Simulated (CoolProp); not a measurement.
The fluid at 203.8 K and 0.132 MPa flows at 1.6 m/s in a round tube of 25 mm bore and 45 µm roughness, fully developed (64/Re and Nu = 3.66 if laminar; Colebrook and Gnielinski if turbulent). The same conditions are run with several fluids, on thermodynamics alone (safety and materials aside).

Computed with CoolProp (reference Helmholtz-energy equation of state of each fluid (ethane: Bücker 2006; dry air: Lemmon 2000; CF4 (R14): Platzer 1990; normal hydrogen: Leachman 2009; nitrogen: Span 2000)). The equations of Platzer and Polt are older, rougher fits. Blends and air are pseudo-pure fits.

```tsv
fluid	Reynolds number	Darcy friction factor	pressure drop (Pa/m)	heat-transfer coefficient (W/(m² K))	mass flow (kg/h)
ethane	14900	0.0310	3.84	22.3	6.84
dry air	6680	0.0367	4.25	17.1	6.40
CF4 (R14)	22900	0.0288	10.3	24.4	19.7
normal hydrogen	918	0.0697	0.560	19.8	0.444
nitrogen	6670	0.0367	4.11	16.9	6.19
```

Transport values come from each fluid's own correlations; those of CF4 (R14) are estimates that may be off by 10 % or more.
